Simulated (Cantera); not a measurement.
Input: 1 mol SiHCl3, 4 mol HCl, 98 mol H2, equilibrated at 577 °C and 13.3 mbar.

These are equilibrium values from Cantera (NASA tables, ideal gas, pure condensed phases), not measurements of a reactor. Candidate condensed phases: Si; 19 gas species. Equilibrium is a limit: real reactors are often held back by kinetics, nucleation or transport.

Base state: H2 0.961, HCl 0.0296, SiCl4 0.00920, SiHCl3 0.000495 (mole fractions); condensed: gas only.

Q: What changes in the equilibrium state with this change: temperature from 577 °C to 1200 °C?

A: 
| species | before | after |
|---|---|---|
| H2 | 0.961 | 0.941 |
| HCl | 0.0296 | 0.0500 |
| SiCl2 | 4.73e-7 | 0.00836 |
| SiCl4 | 0.00920 | 8.95e-6 |
| H | <1e-9 | 0.000107 |
| SiHCl3 | 0.000495 | 1.58e-5 |
| Si(s), mol | 0 | 0.111 |
The tables' values for SiCl3 are old estimates; treat these amounts as uncertain.
